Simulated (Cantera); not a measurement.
Input: 1 mol Mg(OH)2, 0.78 mol C, 0.039 mol CO2, at 1175 K and 0.00133 bar.

Method: chemical equilibrium by Gibbs-energy minimisation in Cantera with the NASA 1993 tables (ideal gas, pure condensed phases). Candidate condensed phases: C, C6H6, C7H8, C8H18, H2O, Mg, MgCO3, MgO, Mg(OH)2; 116 gas species. Rates play no part.

Base state: H2 0.464, CO 0.394, H2O 0.0856, CO2 0.0567 (mole fractions); condensed: MgO(s).

Q: What changes in the equilibrium state with this change: temperature from 1175 K to 2048.15 K?

A: 
```tsv
species	before	after
CO	0.394	0.384
H2	0.464	0.344
H2O	0.0856	0.148
Mg	<1e-9	0.0520
H	2.29e-6	0.0360
CO2	0.0567	0.0346
OH	2.94e-9	0.00168
MgOH	<1e-9	0.000282
O	<1e-9	0.000127
MgO	<1e-9	3.90e-5
MgO(s), mol	1.00	0.898
```
The tables' values for MgH are old estimates; treat these amounts as uncertain.
